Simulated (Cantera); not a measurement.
B₂O₃ + H₂O + H₂ (boron, boron nitride and boron oxide)

Input: 1 mol B₂O₃, 0.084 mol H₂O, 22 mol H₂, equilibrated at 0.000550 bar.

Equilibrium computed with Cantera from the NASA thermochemical tables; the gas is ideal and each condensed phase is pure. Candidate condensed phases: B, B₂O₃, B₃O₃H₃, H₂O; 23 gas species. The numbers say what is thermodynamically allowed, not how fast it happens.

| T (°C) | x H₂ | x H | x BO | x HBO₂ | x B₂O₃ | x HBO | x H₂O |
|---|---|---|---|---|---|---|---|
| 1377 | 0.929 | 0.00373 | 0.00145 | 0.0254 | 0.0197 | 0.0170 | 0.00176 |
| 1427 | 0.926 | 0.00604 | 0.00232 | 0.0261 | 0.0185 | 0.0178 | 0.00221 |
| 1477 | 0.920 | 0.00951 | 0.00357 | 0.0267 | 0.0172 | 0.0183 | 0.00276 |
| 1527 | 0.914 | 0.0146 | 0.00530 | 0.0272 | 0.0159 | 0.0186 | 0.00342 |
| 1577 | 0.904 | 0.0218 | 0.00759 | 0.0275 | 0.0145 | 0.0186 | 0.00423 |
| 1627 | 0.892 | 0.0320 | 0.0105 | 0.0277 | 0.0130 | 0.0182 | 0.00521 |
| 1677 | 0.876 | 0.0458 | 0.0139 | 0.0275 | 0.0114 | 0.0175 | 0.00640 |
| 1727 | 0.856 | 0.0641 | 0.0179 | 0.0271 | 0.00981 | 0.0165 | 0.00782 |
| 1777 | 0.829 | 0.0881 | 0.0223 | 0.0262 | 0.00821 | 0.0151 | 0.00944 |
| 1827 | 0.797 | 0.119 | 0.0268 | 0.0249 | 0.00668 | 0.0136 | 0.0112 |
| 1877 | 0.757 | 0.156 | 0.0314 | 0.0230 | 0.00526 | 0.0120 | 0.0131 |
x: gas mole fraction; nothing condenses.

From 1377 °C to 1877 °C nothing is condensed. The main B-bearing gas is B₂O₃ at 1377 °C and BO at 1877 °C.
